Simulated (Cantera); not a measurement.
What does this Cantera script print?

```python
import numpy as np
import cantera as ct

gas = ct.Solution("gri30.yaml")
gas.TPX = 1725, 101325, {'CH4': 1, 'N2': 2.5}
reactor = ct.IdealGasConstPressureReactor(gas, energy="off", clone=False)
net = ct.ReactorNet([reactor])
net.rtol, net.atol = 1e-08, 1e-18
show = ['CH4', 'HCN', 'C2H6', 'CH3', 'C2H2', 'C2H', 'CH2']
times = np.geomspace(1e-05, 2, 15)

steps = ct.SolutionArray(gas, extra=["t"])
rows = []
print(f"{'t/s':>10s}{'T/K':>9s}{'P/Pa':>11s}" + "".join(f"{s:>11s}" for s in show))
for t in times:
    while net.time < t:
        t_next = net.step()
        steps.append(gas.state, t=t_next)
    rows.append([np.interp(t, steps.t, y) for y in (steps.T, steps.P, *steps(*show).X.T)])
    print(f"{t:10.3e}{rows[-1][0]:9.1f}{rows[-1][1]:11.4g}" + "".join(f"{x:11.3e}" for x in rows[-1][2:]))
rate = np.gradient(steps.T, steps.t)
print("integrator steps:", len(steps.t))
if steps.T.max() > steps.T[0] + 200:
    print(f"time of steepest temperature rise: {steps.t[rate.argmax()]:.4e} s")
gas.TPX = 1725, 101325, {'CH4': 1, 'N2': 2.5}
gas.equilibrate("TP")
print(f"equilibrium (TP): T = {gas.T:.1f} K  " + "  ".join(f"{s} {gas[s].X[0]:.3e}" for s in show))
```

Result:

```
       t/s      T/K       P/Pa        CH4        HCN       C2H6        CH3       C2H2        C2H        CH2
 1.000e-05   1725.0  1.013e+05  2.856e-01  3.575e-14  3.235e-07  1.111e-04  1.229e-10  1.515e-16  2.384e-09
 2.391e-05   1725.0  1.013e+05  2.854e-01  2.860e-13  4.087e-06  2.596e-04  5.050e-09  1.519e-14  1.239e-08
 5.719e-05   1725.0  1.013e+05  2.849e-01  2.313e-12  4.233e-05  5.546e-04  1.925e-07  1.287e-12  5.435e-08
 1.368e-04   1725.0  1.013e+05  2.834e-01  1.707e-11  2.645e-04  9.744e-04  5.963e-06  4.446e-11  1.613e-07
 3.270e-04   1725.0  1.013e+05  2.780e-01  1.473e-10  8.707e-04  1.486e-03  1.363e-04  6.670e-10  3.640e-07
 7.820e-04   1725.0  1.013e+05  2.585e-01  1.513e-09  1.428e-03  1.812e-03  2.270e-03  7.618e-09  5.634e-07
 1.870e-03   1725.0  1.013e+05  2.167e-01  8.737e-09  8.572e-04  1.428e-03  1.625e-02  3.809e-08  4.269e-07
 4.472e-03   1725.0  1.013e+05  1.633e-01  2.673e-08  3.760e-04  9.788e-04  4.243e-02  8.270e-08  2.736e-07
 1.069e-02   1725.0  1.013e+05  1.072e-01  6.343e-08  1.449e-04  6.278e-04  6.709e-02  1.243e-07  1.762e-07
 2.557e-02   1725.0  1.013e+05  5.897e-02  1.271e-07  4.341e-05  3.537e-04  8.675e-02  1.627e-07  1.047e-07
 6.116e-02   1725.0  1.013e+05  2.772e-02  2.179e-07  1.017e-05  1.735e-04  9.908e-02  1.929e-07  5.499e-08
 1.462e-01   1725.0  1.013e+05  1.254e-02  3.281e-07  2.432e-06  8.117e-05  1.050e-01  2.109e-07  2.709e-08
 3.497e-01   1725.0  1.013e+05  7.210e-03  4.690e-07  1.060e-06  4.744e-05  1.070e-01  2.183e-07  1.624e-08
 8.363e-01   1725.0  1.013e+05  6.362e-03  7.262e-07  9.091e-07  4.199e-05  1.074e-01  2.196e-07  1.445e-08
 2.000e+00   1725.0  1.013e+05  6.347e-03  1.335e-06  9.066e-07  4.189e-05  1.074e-01  2.196e-07  1.442e-08
integrator steps: 1502
equilibrium (TP): T = 1725.0 K  CH4 4.721e-03  HCN 1.009e-01  C2H6 4.979e-07  CH3 3.105e-05  C2H2 5.813e-02  C2H 1.185e-07  CH2 1.065e-08
```

Detailed kinetics in Cantera: GRI-Mech 3.0 (53 species, 325 reactions). GRI-Mech 3.0 stops at C3 and has no aromatics, soot or wall deposition, so with more carbon than oxygen in the feed, carbon stays in small species such as C2H2 where larger ones or solid carbon would form.
